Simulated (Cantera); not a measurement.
Charge: 1 mol Si, 1.9 mol SF6, 1.1 mol N2, equilibrated at 1225 K and 600 Pa.

These are equilibrium values from Cantera (NASA tables, ideal gas, pure condensed phases), not measurements of a reactor. Candidate condensed phases: S, Si, Si3N4; 29 gas species. The tables' values for SF3, S2F2 (SSF2), SF5 are old estimates; treat these amounts as uncertain. Kinetics and transport are ignored.

Base state: SF4 0.431, N2 0.275, SiF4 0.250, SF2 0.0208, SF3 0.0184, SF6 0.00481, F 0.000631, S2F2 (SSF2) 6.07e-5 (mole fractions); condensed: gas only.

What changes in the equilibrium state with this change: 0.0029 mol H2 added?


```tsv
species	before	after
SF4	0.431	0.429
N2	0.275	0.274
SiF4	0.250	0.249
HF	0	0.00145
SF2	0.0208	0.0212
SF3	0.0184	0.0185
S2F2 (SSF2)	6.07e-5	6.49e-5
SF6	0.00481	0.00468
SF5	4.47e-5	4.40e-5
F	0.000631	0.000624
```
